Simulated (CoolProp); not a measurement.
C3F8 (R218) along the isobar 30.1 bar: Z from the reference equation and from simpler models built on Tc = 345.0 K, pc = 26.40 bar, ω = 0.317; each cubic takes its own stable root.

The numbers come from the reference Helmholtz-energy equation of state, Lemmon 2006 in CoolProp. It is a short technical equation, of lower accuracy than the large ones.

| T (K) | phase | reference | Redlich-Kwong | Soave-Redlich-Kwong | Peng-Robinson |
|---|---|---|---|---|---|
| 343.9 | liquid | 0.2053 | 0.2494 | 0.2479 | 0.2240 |
| 351.3 | supercritical | 0.3080 | 0.3127 | 0.3503 | 0.3278 |
| 358.7 | supercritical | 0.4891 | 0.4724 | 0.5142 | 0.4854 |
| 366.1 | supercritical | 0.5694 | 0.5507 | 0.5896 | 0.5597 |
| 373.5 | supercritical | 0.6242 | 0.6022 | 0.6416 | 0.6115 |
| 380.9 | supercritical | 0.6663 | 0.6414 | 0.6820 | 0.6520 |
| 388.3 | supercritical | 0.7006 | 0.6734 | 0.7151 | 0.6854 |
| 395.7 | supercritical | 0.7293 | 0.7003 | 0.7432 | 0.7138 |
| 403 | supercritical | 0.7537 | 0.7233 | 0.7671 | 0.7381 |
| 410.4 | supercritical | 0.7753 | 0.7437 | 0.7884 | 0.7598 |
| 417.8 | supercritical | 0.7943 | 0.7618 | 0.8072 | 0.7791 |
| 425.2 | supercritical | 0.8113 | 0.7780 | 0.8240 | 0.7964 |
| 432.6 | supercritical | 0.8264 | 0.7927 | 0.8392 | 0.8120 |
| 440 | supercritical | 0.8401 | 0.8059 | 0.8529 | 0.8262 |
